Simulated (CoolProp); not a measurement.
Properties of dimethyl ether along the isobar 101 kPa.

Values from CoolProp's reference Helmholtz-energy equation of state, Wu 2011.

```
T (K)  phase  cp (kJ/(kg K))  cv (kJ/(kg K))  Joule-Thomson coefficient (K/MPa)
-----  -----  --------------  --------------  ---------------------------------
343.7    gas           1.580           1.390                              14.50
356.7    gas               ?           1.428                              12.79
369.6    gas           1.653           1.465                              11.38
382.6    gas               ?           1.504                                  ?
395.5    gas           1.728           1.542                              9.203
408.5    gas           1.766           1.581                              8.348
421.4    gas               ?           1.619                              7.618
434.4    gas           1.842           1.657                              6.980
447.3    gas           1.879           1.695                                  ?
460.3    gas           1.917           1.733                              5.939
473.2    gas               ?           1.770                                  ?
486.2    gas           1.991           1.808                                  ?
499.1    gas           2.027           1.844                              4.781
512.1    gas           2.063           1.880                              4.471
525      gas           2.099           1.916                              4.192
```

Task: Some entries are withheld; supply them.

Result: 
- 356.7, cp (kJ/(kg K)): 1.616
- 382.6, cp (kJ/(kg K)): 1.690
- 382.6, Joule-Thomson coefficient (K/MPa): 10.20
- 421.4, cp (kJ/(kg K)): 1.804
- 447.3, Joule-Thomson coefficient (K/MPa): 6.428
- 473.2, cp (kJ/(kg K)): 1.954
- 473.2, Joule-Thomson coefficient (K/MPa): 5.509
- 486.2, Joule-Thomson coefficient (K/MPa): 5.124
